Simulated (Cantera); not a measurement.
Diamond growth

A diamond (100) surface in a fixed gas of H2 with x(CH4) = 0.023, x(H) = 0.015, x(CH3) = 0.00044, at 925 K; coverages are run to steady state.

Cantera simulation using the Harris–Goodwin 1993 mechanism for the reconstructed diamond (100) surface; the numbers are that mechanism's predictions, not measurements.

```csv
P (Pa),growth (µm/h),θ c6HH,θ c6H*,θ c6*H,θ c6**,θ c6HM
1100,1.70,0.650,0.0119,0.306,0.00529,0.0214
1800,2.78,0.649,0.0119,0.306,0.00529,0.0214
2900,4.49,0.649,0.0120,0.306,0.00529,0.0215
4900,7.60,0.649,0.0120,0.306,0.00530,0.0215
8100,12.6,0.649,0.0121,0.306,0.00531,0.0215
13000,20.2,0.649,0.0123,0.306,0.00532,0.0215
22000,34.3,0.649,0.0125,0.305,0.00535,0.0215
37000,57.8,0.649,0.0129,0.305,0.00540,0.0216
```
θ: site fractions in the mechanism's names (c6HH fully hydrogenated, c6H* and c6*H radical sites, c6** diradical, c6HM methylated).
